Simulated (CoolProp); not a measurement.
Vapour-liquid equilibrium of nitrogen (1) + carbon monoxide (2) at 0.187 MPa; x and y are mole fractions of (1).

The numbers come from the multi-fluid Helmholtz-energy mixture model, Span 2000 and Lemmon 2006; pair parameters Gernert 2013 in CoolProp.

### Question
Give the bubble temperature and the first vapour's composition at x = 0.125, 0.275, 0.8. Is there an azeotrope?

### Answer
x = 0.125: 86.7 K, y = 0.185; x = 0.275: 85.8 K, y = 0.375; x = 0.8: 83.6 K, y = 0.852. No azeotrope shows between x = 0.05 and 0.95.

The pair parameters rest on a limited set of measurements; away from them the model extrapolates.
